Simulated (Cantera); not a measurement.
Charge: 1 mol Ti, 6.8 mol CH₄, equilibrated at 18000 Pa.

These are equilibrium values from Cantera (NASA tables, ideal gas, pure condensed phases), not measurements of a reactor. Candidate condensed phases: C, C₆H₆, C₇H₈, C₈H₁₈, Ti, TiC; 77 gas species. TiC: taken at fixed stoichiometry. Equilibrium is a limit: real reactors are often held back by kinetics, nucleation or transport.

Over these rows the condensed part is C(graphite) + TiC(s). Partial pressures as log10 of bar:

```tsv
T (K)	1000/T (1/K)	log p C₂H₂ (acetylene)	log p H₂
1473	0.6789	-5.93	-0.74
1548	0.6460	-5.55	-0.74
1623	0.6161	-5.20	-0.74
1698	0.5889	-4.89	-0.74
1773	0.5640	?	-0.75
1848	0.5411	-4.33	-0.75
```

Question: Fit log p(C₂H₂ (acetylene)) = a + b·(1000/T) to the five rows, give the apparent enthalpy, and predict the row at 1773 K.

Answer: Means: 1000/T = 0.6142, log p = -5.180. Sxy = -0.129801, Sxx = 0.0111846, so b = -11.61 and a = -5.180 − (-11.61)×0.6142 = 1.95.
Apparent enthalpy: −19.145 × (-11.61) = 222 kJ/mol. With the condensed phases at unit activity, 2 C(graphite) + H₂(g) = C₂H₂ (acetylene)(g) links this pressure to the main gases: over the six rows their terms move log p by -0.01 in all, so the slope is close to that reaction's ΔH°. The five rows lie within 0.01 of the line.
Prediction at 1773 K: 1.95 + (-11.61)×0.5640 = -4.60. The computed value is -4.60, 0.00 from the line.
